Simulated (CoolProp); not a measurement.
Properties of cyclopentane along the isotherm 276.85 °C.

Computed with CoolProp (reference Helmholtz-energy equation of state, Gedanitz 2015).

| p (MPa) | phase | cv (kJ/(kg K)) | speed of sound (m/s) | Joule-Thomson coefficient (K/MPa) | isothermal compressibility (1/MPa) | fugacity coefficient |
|---|---|---|---|---|---|---|
| 1.76 | gas | 2.269 | 235.4 | 6.477 | [?] | [?] |
| 3.53 | gas | 2.306 | [?] | 7.807 | 0.3937 | 0.7954 |
| 5.29 | supercritical | 2.360 | 167.3 | 9.651 | 0.3778 | 0.6985 |
| 7.05 | supercritical | 2.411 | 155.6 | 7.496 | 0.3226 | 0.6034 |
| 8.81 | supercritical | 2.388 | 217.9 | 3.024 | [?] | 0.5241 |
| 10.6 | supercritical | 2.370 | 285.0 | 1.551 | 0.04251 | 0.4665 |
| 12.3 | supercritical | 2.360 | 336.5 | 0.9820 | 0.02719 | 0.4270 |
| 14.1 | supercritical | 2.353 | 382.0 | 0.6600 | [?] | 0.3958 |
| 15.9 | supercritical | 2.348 | 421.1 | 0.4625 | 0.01528 | 0.3721 |
| 17.6 | supercritical | 2.345 | 453.8 | 0.3350 | 0.01267 | 0.3548 |
| 19.4 | supercritical | 2.343 | 484.9 | 0.2364 | 0.01074 | 0.3403 |
| 21.2 | supercritical | 2.341 | 513.3 | 0.1618 | [?] | 0.3289 |
| 22.9 | supercritical | 2.340 | 538.1 | 0.1061 | 0.008303 | [?] |

What belongs in the gaps?


- 1.76, isothermal compressibility (1/MPa): 0.6459
- 1.76, fugacity coefficient: 0.8956
- 3.53, speed of sound (m/s): 204.0
- 8.81, isothermal compressibility (1/MPa): 0.09304
- 14.1, isothermal compressibility (1/MPa): 0.01957
- 21.2, isothermal compressibility (1/MPa): 0.009326
- 22.9, fugacity coefficient: 0.3204
